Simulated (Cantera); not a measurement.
Feed: 1 mol SiO2, 0.18 mol Si, 0.47 mol H2, 0.12 mol C, at 1648.15 K and 0.00133 bar.

Cantera equilibrium calculation (NASA polynomials, part measured and part estimated; ideal gas, pure solids and liquids). Candidate condensed phases: C, C6H6, C7H8, C8H18, H2O, Si, SiC, SiO2; 123 gas species. The tables hold silica as quartz up to 1696 K and as liquid above; real silica turns to tridymite and cristobalite and melts near 1996 K. Rates play no part.

**Question.** What is the equilibrium state?

**Answer.** x(SiO): 0.448
x(H2): 0.438
x(CO): 0.112
x(H): 0.00162
x(H2O): 6.13e-5
x(CO2): 4.89e-6
x(Si): 1.93e-6
n(SiO2(β-quartz)): 0.700 mol
gas amount: 1.071 mol
log10 activity of Si(s) (absent): -2.00
log10 activity of C(graphite) (absent): -3.16
